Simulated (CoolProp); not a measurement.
Aqueous ammonia as a coolant, at 29 °C, 1 atm.

Values from CoolProp's Melinder's fits for secondary coolants.

```csv
mass %,freezing point (°C),density (kg/m³),conductivity (W/(m K)),viscosity (mPa s),cp (kJ/(kg K))
5.8,-7.2,970.9,0.572,0.882,4.188
8.3,-10.8,960.9,0.557,0.890,4.191
10.9,-15.1,950.8,0.542,0.905,4.193
13.5,-20.1,941.2,___,0.930,4.195
16,-25.6,___,0.514,0.959,4.197
18.6,-32.3,923.0,0.501,0.987,4.201
21.2,-40.4,914.1,___,1.00,4.207
23.8,-50.2,___,0.480,1.01,4.213
26.3,-61.8,897.3,0.472,1.00,4.221
```

Question: Fill in the missing entries.

Answer: 
- 13.5, conductivity (W/(m K)): 0.527
- 16, density (kg/m³): 932.2
- 21.2, conductivity (W/(m K)): 0.489
- 23.8, density (kg/m³): 905.4
